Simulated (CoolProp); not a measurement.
The fluid at 441.89 K and 0.602 MPa flows at 5.2 m/s in a round tube of 10 mm bore and 1.5 µm roughness, fully developed (64/Re and Nu = 3.66 if laminar; Colebrook and Gnielinski if turbulent). The same conditions are run with several fluids, on thermodynamics alone (safety and materials aside).

Computed with CoolProp (reference Helmholtz-energy equation of state of each fluid (ethane: Bücker 2006; ammonia: Gao 2020; CF4 (R14): Platzer 1990; R22: Kamei 1995; R141b: Lemmon 2006)). The equations of Platzer and Polt are older, rougher fits.

| fluid | Reynolds number | Darcy friction factor | pressure drop (Pa/m) | heat-transfer coefficient (W/(m² K)) | mass flow (kg/h) |
|---|---|---|---|---|---|
| ethane | 19300 | 0.0264 | 178 | 223 | 7.33 |
| ammonia | 9440 | 0.0316 | 121 | 136 | 4.16 |
| CF4 (R14) | 31400 | ? | ? | 212 | 21.3 |
| R22 | ? | 0.0228 | 446 | 196 | 21.3 |
| R141b | ? | 0.0197 | 544 | ? | 30.1 |

Question: Fill in the missing entries.

Answer: 
- CF4 (R14), Darcy friction factor: 0.0237
- CF4 (R14), pressure drop (Pa/m): 462
- R22, Reynolds number: 37300
- R141b, Reynolds number: 77400
- R141b, heat-transfer coefficient (W/(m² K)): 311

Transport values come from each fluid's own correlations; those of CF4 (R14), R22, R141b are estimates that may be off by 10 % or more.
